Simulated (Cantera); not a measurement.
Cantera run:

```python
import numpy as np
import cantera as ct

gas_names = """
    AL ALBr ALBr3 ALO ALO2 AL2 AL2Br6 AL2O AL2O2 Br Br2 O O2 O3
""".split()
cond_names = """
    AL(cr) AL(L) ALBr3(s) ALBr3(L) AL2O3(a) AL2O3(L) Br2(cr) Br2(L)
""".split()


# ... load() reads the species with a 1 bar reference pressure and builds the phases ...
atoms = {
    'Al2O3': {'AL': 2, 'O': 3},
    'Br2': {'Br': 2},
    'O2': {'O': 2},
}
top_T = {}  # K; cautious upper limits of use, not melting points


# ... equilibrate(T, P, feed) seeds the gas with the atoms and calls Mixture.equilibrate('TP', solver="vcs", rtol=1e-11, max_steps=5000) ...
results = []
feed = {'Al2O3': 1, 'Br2': 0.16, 'O2': 0.14}  # mol
T = 1025  # K
P = 13332.2  # Pa
mix = equilibrate(T, P, feed)
results.append((T, P, feed, dict(zip(mix.species_names, mix.species_moles))))
x = sorted(zip(gas.X, gas.species_names), reverse=True)
print(f"T = {T:g} K  P = {P:g} Pa  gas = {mix.phase_moles(0):.4g} mol")
print("   x: " + "  ".join(f"{s} {v:.3e}" for v, s in x if v > 1e-05))
print("   condensed (mol): " + ("  ".join(f"{mix.phase(i).name} {mix.phase_moles(i):.4g}"
      for i in range(1, mix.n_phases) if mix.phase_moles(i) > 1e-12) or "none"))
```

It prints:

```
T = 1025 K  P = 13332.2 Pa  gas = 0.3023 mol
   x: Br2 5.217e-01  O2 4.631e-01  Br 1.512e-02
   condensed (mol): AL2O3(a) 1
```

These are equilibrium values from Cantera (NASA tables, ideal gas, pure condensed phases), not measurements of a reactor.
